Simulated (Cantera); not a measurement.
Input: 1 mol Ta₂O₅, 26 mol H₂, at 2050 K and 0.00110 bar.

These are equilibrium values from Cantera (NASA tables, ideal gas, pure condensed phases), not measurements of a reactor. Candidate condensed phases: H₂O, Ta, Ta₂O₅; 12 gas species. Mutual solubility and eutectic melting of coexisting phases are not modelled. Condensed phases not in the tables: N, O or C dissolved in the metal. Equilibrium is a limit: real reactors are often held back by kinetics, nucleation or transport.

Base state: H₂ 0.929, H 0.0659, TaO₂ 0.00223, H₂O 0.00210, TaO 0.000425, OH 1.63e-5 (mole fractions); condensed: Ta(s) + Ta₂O₅(s).

Question: What changes in the equilibrium state with this change: 0.48 mol CO₂ added?

Answer: 
| species | before | after |
|---|---|---|
| H₂ | 0.929 | 0.899 |
| H | 0.0659 | 0.0649 |
| H₂O | 0.00210 | 0.0177 |
| CO | 0 | 0.0175 |
| TaO₂ | 0.00223 | 0.000756 |
| CO₂ | 0 | 7.21e-5 |
| TaO | 0.000425 | 1.66e-5 |
| OH | 1.63e-5 | 0.000140 |
| Ta(s), mol | 0.00398 | 0 |
| Ta₂O₅(s), mol | 0.962 | 0.989 |
Further candidate phases: C, C₆H₆, C₇H₈, C₈H₁₈, TaC.
